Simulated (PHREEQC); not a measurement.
Solution (25 °C): 0.027 mol/kgw H2SO4, 0.00032 mol/kgw ZnSO4 and 0.039 mol/kgw NiSO4. Closed to the air; pH follows from the charge balance.

Computed with PHREEQC (ion-association model, wateq4f.dat).

Each row changes one thing in this solution. No solid was allowed to form.

```json
[
 {"case": "as made", "pH": "1.64", "ionic strength (mol/kgw)": "0.128", "HSO4- (mol/kgw)": "0.0259", "SO4-2 (mol/kgw)": "0.0258", "Ni+2 (mol/kgw)": "0.0246", "NiSO4 (mol/kgw)": "0.0143", "SI of Morenosite (NiSO4:7H2O)": "-1.77", "SI of Goslarite (ZnSO4:7H2O)": "-4.30"},
 {"case": "ZnSO4 from 0.00032 to 0.00064 mol/kgw", "pH": "1.64", "ionic strength (mol/kgw)": "0.129", "HSO4- (mol/kgw)": "0.0260", "SO4-2 (mol/kgw)": "0.0259", "Ni+2 (mol/kgw)": "0.0246", "NiSO4 (mol/kgw)": "0.0143", "SI of Morenosite (NiSO4:7H2O)": "-1.77", "SI of Goslarite (ZnSO4:7H2O)": "?"},
 {"case": "0.0068 mol/kgw ZnCl2 added", "pH": "1.63", "ionic strength (mol/kgw)": "0.143", "HSO4- (mol/kgw)": "0.0248", "SO4-2 (mol/kgw)": "0.0246", "Ni+2 (mol/kgw)": "0.0255", "NiSO4 (mol/kgw)": "0.0132", "SI of Morenosite (NiSO4:7H2O)": "-1.80", "SI of Goslarite (ZnSO4:7H2O)": "?"},
 {"case": "0.0015 mol/kgw Zn(NO3)2 added", "pH": "1.64", "ionic strength (mol/kgw)": "0.132", "HSO4- (mol/kgw)": "0.0257", "SO4-2 (mol/kgw)": "0.0255", "Ni+2 (mol/kgw)": "0.0249", "NiSO4 (mol/kgw)": "0.0141", "SI of Morenosite (NiSO4:7H2O)": "-1.77", "SI of Goslarite (ZnSO4:7H2O)": "-3.55"},
 {"case": "diluted 2-fold with water", "pH": "1.87", "ionic strength (mol/kgw)": "0.0708", "HSO4- (mol/kgw)": "0.0108", "SO4-2 (mol/kgw)": "0.0157", "Ni+2 (mol/kgw)": "0.0129", "NiSO4 (mol/kgw)": "0.00663", "SI of Morenosite (NiSO4:7H2O)": "-2.10", "SI of Goslarite (ZnSO4:7H2O)": "-4.62"},
 {"case": "temperature from 25 to 75 °C", "pH": "?", "ionic strength (mol/kgw)": "0.114", "HSO4- (mol/kgw)": "0.0363", "SO4-2 (mol/kgw)": "0.0171", "Ni+2 (mol/kgw)": "0.0262", "NiSO4 (mol/kgw)": "0.0128", "SI of Morenosite (NiSO4:7H2O)": "-2.29", "SI of Goslarite (ZnSO4:7H2O)": "-4.82"},
 {"case": "H2SO4 from 0.027 to 0.0027 mol/kgw", "pH": "2.64", "ionic strength (mol/kgw)": "0.0986", "HSO4- (mol/kgw)": "0.00260", "SO4-2 (mol/kgw)": "?", "Ni+2 (mol/kgw)": "0.0238", "NiSO4 (mol/kgw)": "0.0152", "SI of Morenosite (NiSO4:7H2O)": "-1.74", "SI of Goslarite (ZnSO4:7H2O)": "-4.28"},
 {"case": "NiSO4 from 0.039 to 0.0039 mol/kgw", "pH": "1.52", "ionic strength (mol/kgw)": "?", "HSO4- (mol/kgw)": "0.0185", "SO4-2 (mol/kgw)": "0.0115", "Ni+2 (mol/kgw)": "0.00272", "NiSO4 (mol/kgw)": "0.00118", "SI of Morenosite (NiSO4:7H2O)": "-2.86", "SI of Goslarite (ZnSO4:7H2O)": "-4.36"}
]
```

Question: Complete the blanks.

Answer: 
- ZnSO4 from 0.00032 to 0.00064 mol/kgw, SI of Goslarite (ZnSO4:7H2O): -4.00
- 0.0068 mol/kgw ZnCl2 added, SI of Goslarite (ZnSO4:7H2O): -2.99
- temperature from 25 to 75 °C, pH: 1.85
- H2SO4 from 0.027 to 0.0027 mol/kgw, SO4-2 (mol/kgw): 0.0240
- NiSO4 from 0.039 to 0.0039 mol/kgw, ionic strength (mol/kgw): 0.0558

Species that the database lacks are ignored. Constants without temperature data keep their 25 °C values here.
